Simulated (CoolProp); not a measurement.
Computed with CoolProp (reference Helmholtz-energy equation of state, Akasaka 2023).

Question: Give the vapour pressure (bar), enthalpy of vaporisation (kJ/kg), liquid cp (kJ/(kg K)) of saturated R1224YDZ at 106.05 °C.

Answer: 
```tsv
T (°C)	p (bar)	enthalpy of vaporisation (kJ/kg)	liquid cp (kJ/(kg K))
106.05	13.2	112	1.42
```
